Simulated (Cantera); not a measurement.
A closed system holds: 1 mol Ti, 0.66 mol CH4, at 4.80 Torr.

These are equilibrium values from Cantera (NASA tables, ideal gas, pure condensed phases), not measurements of a reactor. Candidate condensed phases: C, C6H6, C7H8, C8H18, Ti, TiC; 77 gas species. Mutual solubility and eutectic melting of coexisting phases are not modelled. TiC: taken at fixed stoichiometry. Condensed phases not in the tables: N, O or C dissolved in the metal. Rates play no part.

x: gas mole fraction; n: condensed amount in mol.

```csv
T (K),x H2,x H,x Ti,n Ti(β),n TiC(s),n Ti(l)
1550,1.000,0.000394,(withheld),0.340,0.660,0
1600,0.999,0.000679,(withheld),0.340,0.660,0
1650,0.999,0.00113,(withheld),0.340,0.660,0
1700,0.998,0.00184,(withheld),0.340,0.660,0
1750,0.997,0.00290,(withheld),0.340,0.660,0
1800,0.995,0.00447,(withheld),0.340,0.660,0
1850,0.993,0.00671,(withheld),0.340,0.660,0
1900,0.990,0.00987,(withheld),0.339,0.660,0
1950,0.985,0.0142,(withheld),0,0.660,0.339
2000,0.978,0.0201,(withheld),0,0.660,0.338
2050,0.969,0.0279,(withheld),0,0.660,0.336
2100,0.956,0.0381,(withheld),0,0.660,0.333
2150,0.939,0.0511,(withheld),0,0.660,0.327
```

Q: Fill in the missing entries.

A: 
- 1550, x Ti: 5.52e-7
- 1600, x Ti: 1.68e-6
- 1650, x Ti: 4.77e-6
- 1700, x Ti: 1.27e-5
- 1750, x Ti: 3.20e-5
- 1800, x Ti: 7.65e-5
- 1850, x Ti: 0.000174
- 1900, x Ti: 0.000379
- 1950, x Ti: 0.000790
- 2000, x Ti: 0.00155
- 2050, x Ti: 0.00295
- 2100, x Ti: 0.00542
- 2150, x Ti: 0.00968
